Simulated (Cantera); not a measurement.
**Reactions in the system H-N-O-Zr**

Cantera with NASA thermochemical tables; ideal gases at 1 bar, condensed phases pure. Values are per mole of reaction as written; species without (g) are pure solids or liquids, kept so even where they would boil at 1 bar. ZrN: taken at fixed stoichiometry.

4 H2O(g) + 2 ZrO2 + N2(g) = 8 OH(g) + 2 ZrN

```csv
T (K),ΔH° (kJ),ΔS° (J/K),ΔG° (kJ),log10 K
723,2757.0,524.0,2378.2,-171.81
873,2758.2,525.6,2299.4,-137.58
1023,2758.6,526.0,2220.6,-113.38
1173,2758.6,525.9,2141.7,-95.37
1323,2758.1,525.5,2062.8,-81.44
1473,2757.2,524.9,1984.0,-70.35
```
